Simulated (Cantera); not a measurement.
A closed system holds: 1 mol Si3N4, 0.0033 mol O2, 1.9 mol N2, 0.34 mol H2O, held at 0.00350 bar.

These are equilibrium values from Cantera (NASA tables, ideal gas, pure condensed phases), not measurements of a reactor. Candidate condensed phases: H2O, Si, SiO2, Si2N2O, Si3N4; 35 gas species. The tables' values for SiN are old estimates; treat these amounts as uncertain. Kinetics and transport are ignored. All values below are at 1850 K.

Base state: N2 0.848, SiO 0.0753, H2 0.0727, H 0.00245, Si 0.00184, Si2N 5.86e-5, SiN 3.85e-5, SiH 2.91e-5 (mole fractions); condensed: Si(l).

### Question
What changes in the equilibrium state with this change: pressure from 0.00350 bar to 0.00150 bar?

### Answer
```
species      before    after
----------  -------  -------
N2            0.848    0.845
SiO          0.0753   0.0751
H2           0.0727   0.0718
Si          0.00184  0.00430
H           0.00245  0.00373
Si2         1.29e-5  3.01e-5
Si2N        5.86e-5  8.94e-5
SiN         3.85e-5  5.87e-5
SiH         2.91e-5  4.42e-5
Si(l), mol     2.64     2.63
```
